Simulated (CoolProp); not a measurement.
Computed with CoolProp (reference Helmholtz-energy equation of state, Wu 2011).

Problem. Give the vapour pressure (MPa), liquid density (kg/m³), vapour density (kg/m³), liquid cp (kJ/(kg K)) of saturated dimethyl ether at 232.4 K.

Solution. 
```tsv
T (K)	p (MPa)	liquid density (kg/m³)	vapour density (kg/m³)	liquid cp (kJ/(kg K))
232.4	0.0478	757	1.17	2.20
```
